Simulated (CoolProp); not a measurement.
The fluid at 293.15 K and 0.342 MPa expands adiabatically to 0.0441 MPa with isentropic efficiency 1. The same conditions are run with several fluids, on thermodynamics alone (safety and materials aside).

Computed with CoolProp (reference Helmholtz-energy equation of state of each fluid (fluoroethane (R161): Wu 2012; ethane: Bücker 2006; CH3F (R41): Lemmon 2006; hydrogen sulfide: Lemmon 2006; chlorine: Thol 2021)).

Task: Rank fluoroethane (R161), ethane, CH3F (R41), hydrogen sulfide, chlorine by work (kJ/kg), highest first.

Result: ethane (137), CH3F (R41) (114), hydrogen sulfide (113), fluoroethane (R161) (85.5), chlorine (55.6)

```tsv
fluid	final temperature (K)	final phase	final density (kg/m³)
fluoroethane (R161)	219.0	two-phase, vapour fraction 0.977	1.21
ethane	202.1	gas	0.798
CH3F (R41)	181.0	gas	1.02
hydrogen sulfide	197.8	two-phase, vapour fraction 0.958	0.966
chlorine	221.8	two-phase, vapour fraction 0.911	1.89
```
